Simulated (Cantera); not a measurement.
# Equilibrium for chemical vapour transport: Al + H2O + N2

Feed: 1 mol Al, 0.01 mol H2O, 0.075 mol N2, equilibrated at 2.00 bar.

Method: chemical equilibrium by Gibbs-energy minimisation in Cantera with the NASA 1993 tables (ideal gas, pure condensed phases). Candidate condensed phases: Al, AlN, Al2O3, H2O; 35 gas species. Mutual solubility and eutectic melting of coexisting phases are not modelled. Equilibrium is a limit: real reactors are often held back by kinetics, nucleation or transport.

| T (K) | log p H2 | log p H | log p AlH | log p Al | log p Al2O | n Al(s) | n AlN(s) | n Al2O3(s) | n Al(l) |
|---|---|---|---|---|---|---|---|---|---|
| 700 | 0.30 | <-11 | <-11 | <-11 | <-11 | 0.843 | 0.150 | 0.00333 | 0 |
| 750 | 0.30 | <-11 | <-11 | <-11 | <-11 | 0.843 | 0.150 | 0.00333 | 0 |
| 800 | 0.30 | -11.39 | <-11 | <-11 | <-11 | 0.843 | 0.150 | 0.00333 | 0 |
| 850 | 0.30 | -10.54 | -11.08 | <-11 | <-11 | 0.843 | 0.150 | 0.00333 | 0 |
| 900 | 0.30 | -9.78 | -10.22 | <-11 | <-11 | 0.843 | 0.150 | 0.00333 | 0 |
| 950 | 0.30 | -9.10 | -9.46 | -11.16 | <-11 | 0 | 0.150 | 0.00333 | 0.843 |
| 1000 | 0.30 | -8.49 | -8.80 | -10.30 | -11.68 | 0 | 0.150 | 0.00333 | 0.843 |
| 1050 | 0.30 | -7.94 | -8.20 | -9.52 | -10.72 | 0 | 0.150 | 0.00333 | 0.843 |
| 1100 | 0.30 | -7.44 | -7.66 | -8.81 | -9.84 | 0 | 0.150 | 0.00333 | 0.843 |
| 1150 | 0.30 | -6.98 | -7.16 | -8.17 | -9.05 | 0 | 0.150 | 0.00333 | 0.843 |
| 1200 | 0.30 | -6.55 | -6.71 | -7.58 | -8.33 | 0 | 0.150 | 0.00333 | 0.843 |
| 1250 | 0.30 | -6.17 | -6.29 | -7.03 | -7.66 | 0 | 0.150 | 0.00333 | 0.843 |
| 1300 | 0.30 | -5.81 | -5.91 | -6.54 | -7.05 | 0 | 0.150 | 0.00333 | 0.843 |
log p: log10 of the partial pressure in bar; n: condensed amount in mol.

From 700 K to 900 K the condensed part is Al(s) + AlN(s) + Al2O3(s). From 950 K to 1300 K the condensed part is Al(l) + AlN(s) + Al2O3(s).
